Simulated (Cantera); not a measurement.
Feed: 1 mol C3H6, 0.065 mol NH3, at 702 °C and 0.000820 bar.

Method: chemical equilibrium by Gibbs-energy minimisation in Cantera with the NASA 1993 tables (ideal gas, pure condensed phases). Candidate condensed phases: C, C6H6, C7H8, C8H18; 92 gas species. The numbers say what is thermodynamically allowed, not how fast it happens.

Base state: H2 0.990, N2 0.0104, CH4 0.000101 (mole fractions); condensed: C(graphite).

What changes in the equilibrium state with this change: pressure from 0.000820 bar to 1 atm?


```
species             before    after
----------------  --------  -------
H2                   0.990    0.888
CH4               0.000101    0.100
N2                  0.0104   0.0114
NH3                5.67e-8  6.25e-5
C(graphite), mol      3.00     2.71
```
